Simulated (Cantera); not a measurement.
Charge: 1 mol PbO, 0.068 mol O2, 7 mol H2, at 1600 K and 0.133 bar.

These are equilibrium values from Cantera (NASA tables, ideal gas, pure condensed phases), not measurements of a reactor. Candidate condensed phases: H2O, Pb, PbO, PbO2, Pb3O4; 12 gas species. Equilibrium is a limit: real reactors are often held back by kinetics, nucleation or transport.

Base state: H2 0.733, H2O 0.142, Pb 0.125, H 0.000127, Pb2 2.61e-5, PbO 1.72e-5 (mole fractions); condensed: gas only.

Task: What changes in the equilibrium state with this change: PbO replaced by Pb?

Result: 
| species | before | after |
|---|---|---|
| H2 | 0.733 | 0.858 |
| Pb | 0.125 | 0.125 |
| H2O | 0.142 | 0.0170 |
| PbO | 1.72e-5 | 1.76e-6 |
| H | 0.000127 | 0.000138 |
| Pb2 | 2.61e-5 | 2.61e-5 |
